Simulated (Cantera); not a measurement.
A perfectly stirred reactor is fed with 11.5 % H2, 88.5 % O2, equivalence ratio 0.065, at 20.0 Torr; it is held at 1175 K, and followed from long to short residence time.

Cantera simulation using the H2/O2 subset of GRI-Mech 3.0, which has no nitrogen chemistry; the numbers are that mechanism's predictions, not measurements. Radical loss at walls, strong at low pressure, is not modelled. The temperature is held fixed by assumption; the heat of reaction is taken as removed at once.

Predict: x(H2) at τ = 9.60 s; x(O2) at τ = 9.60 s; x(H) at τ = 9.60 s; x(OH) at τ = 9.60 s; x(O) at τ = 9.60 s; x(H2) at τ = 95.0 ms; x(O2) at τ = 95.0 ms; x(H) at τ = 95.0 ms; x(OH) at τ = 95.0 ms; x(O) at τ = 95.0 ms.

x(H2) at τ = 9.60 s: 6.09e-5
x(O2) at τ = 9.60 s: 0.877
x(H) at τ = 9.60 s: 1.03e-5
x(OH) at τ = 9.60 s: 0.000458
x(O) at τ = 9.60 s: 0.000263
x(H2) at τ = 95.0 ms: 0.00105
x(O2) at τ = 95.0 ms: 0.872
x(H) at τ = 95.0 ms: 0.000989
x(OH) at τ = 95.0 ms: 0.00217
x(O) at τ = 95.0 ms: 0.00533
